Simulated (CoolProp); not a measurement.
Vapour-liquid equilibrium of CF4 (R14) (1) + R13 (2) at -97.75 °C; x and y are mole fractions of (1).

Values from CoolProp's multi-fluid Helmholtz-energy mixture model, Platzer 1990 and Platzer 1990; pair parameters Bell 2016. This equation is an older, rougher fit; its heat capacities, sound speeds and derivatives of the liquid may be far off and weren't checked against measurements.

```
x      bubble pressure, mixture model (MPa)  bubble pressure, Raoult's law (MPa)  y, mixture model  y, Raoult's law
-----  ------------------------------------  -----------------------------------  ----------------  ---------------
0.05                                    ___                              0.06517             0.508            0.438
0.125                                0.1270                               0.1051             0.722            0.679
0.2                                  0.1736                               0.1450             0.808            0.787
0.275                                0.2163                               0.1850             0.856            0.849
0.35                                 0.2559                               0.2249             0.886            0.889
0.425                                0.2931                               0.2648             0.908            0.916
0.5                                  0.3285                               0.3047             0.925            0.937
0.575                                0.3629                               0.3447             0.939            0.952
0.65                                    ___                               0.3846             0.951            0.965
0.725                                0.4313                               0.4245             0.962            0.975
0.8                                  0.4665                               0.4645             0.973            0.983
0.875                                   ___                               0.5044             0.983            0.990
0.95                                 0.5429                               0.5443               ___            0.996
```

### Question
Complete the blanks.

### Answer

- 0.05, bubble pressure, mixture model (MPa): 0.07573
- 0.65, bubble pressure, mixture model (MPa): 0.3970
- 0.875, bubble pressure, mixture model (MPa): 0.5035
- 0.95, y, mixture model: 0.993

The largest gap from Raoult's law is +20.8 % in bubble pressure, at x = 0.125. No azeotrope shows between x = 0.05 and 0.95.

Pair parameters are fitted to limited data, so mixtures are less certain than the pure fluids.
